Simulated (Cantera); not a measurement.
Input (Python, Cantera) and output of one run.

```python
import numpy as np
import cantera as ct

gas_names = """
    AL ALCL ALCL2 ALCL3 ALH AL2 AL2CL6 CL CL2 H HCL H2
""".split()
cond_names = """
    AL(cr) AL(L) ALCL3(s) ALCL3(L)
""".split()


# ... load() reads the species with a 1 bar reference pressure and builds the phases ...
atoms = {
    'Al': {'AL': 1},
    'Cl2': {'CL': 2},
    'H2': {'H': 2},
}
top_T = {}  # K; cautious upper limits of use, not melting points


# ... equilibrate(T, P, feed) seeds the gas with the atoms and calls Mixture.equilibrate('TP', solver="vcs", rtol=1e-11, max_steps=5000) ...
results = []
feed = {'Al': 1, 'Cl2': 0.33, 'H2': 23}  # mol
P = 27000  # Pa
for T in [550, 625, 700, 775, 850, 925, 1000, 1075, 1150, 1225, 1300]:
    mix = equilibrate(T, P, feed)
    results.append((T, P, feed, dict(zip(mix.species_names, mix.species_moles))))
    x = sorted(zip(gas.X, gas.species_names), reverse=True)
    print(f"T = {T:g} K  P = {P:g} Pa  gas = {mix.phase_moles(0):.4g} mol")
    print("   x: " + "  ".join(f"{s} {v:.3e}" for v, s in x if v > 0.001))
    print("   condensed (mol): " + ("  ".join(f"{mix.phase(i).name} {mix.phase_moles(i):.4g}"
          for i in range(1, mix.n_phases) if mix.phase_moles(i) > 1e-12) or "none"))
```

Output:

```
T = 550 K  P = 27000 Pa  gas = 23.12 mol
   x: H2 9.947e-01  AL2CL6 4.205e-03  ALCL3 1.104e-03
   condensed (mol): AL(cr) 0.78
T = 625 K  P = 27000 Pa  gas = 23.16 mol
   x: H2 9.931e-01  ALCL3 4.299e-03  AL2CL6 2.600e-03
   condensed (mol): AL(cr) 0.78
T = 700 K  P = 27000 Pa  gas = 23.2 mol
   x: H2 9.913e-01  ALCL3 7.989e-03
   condensed (mol): AL(cr) 0.78
T = 775 K  P = 27000 Pa  gas = 23.22 mol
   x: H2 9.906e-01  ALCL3 9.190e-03
   condensed (mol): AL(cr) 0.7796
T = 850 K  P = 27000 Pa  gas = 23.22 mol
   x: H2 9.904e-01  ALCL3 9.334e-03
   condensed (mol): AL(cr) 0.7773
T = 925 K  P = 27000 Pa  gas = 23.23 mol
   x: H2 9.900e-01  ALCL3 9.099e-03
   condensed (mol): AL(cr) 0.7672
T = 1000 K  P = 27000 Pa  gas = 23.26 mol
   x: H2 9.887e-01  ALCL3 8.307e-03  ALCL 2.617e-03
   condensed (mol): AL(L) 0.7365
T = 1075 K  P = 27000 Pa  gas = 23.34 mol
   x: H2 9.855e-01  ALCL 7.154e-03  ALCL3 6.498e-03
   condensed (mol): AL(L) 0.663
T = 1150 K  P = 27000 Pa  gas = 23.46 mol
   x: H2 9.802e-01  ALCL 1.503e-02  ALCL3 3.596e-03  ALCL2 1.107e-03
   condensed (mol): AL(L) 0.5369
T = 1225 K  P = 27000 Pa  gas = 23.59 mol
   x: H2 9.751e-01  ALCL 2.278e-02  ALCL3 1.070e-03
   condensed (mol): AL(L) 0.4154
T = 1300 K  P = 27000 Pa  gas = 23.64 mol
   x: H2 9.730e-01  ALCL 2.621e-02
   condensed (mol): AL(L) 0.3638
```

Method: chemical equilibrium by Gibbs-energy minimisation in Cantera with the NASA 1993 tables (ideal gas, pure condensed phases). The tables' values for AlCl2 are old estimates; treat these amounts as uncertain.
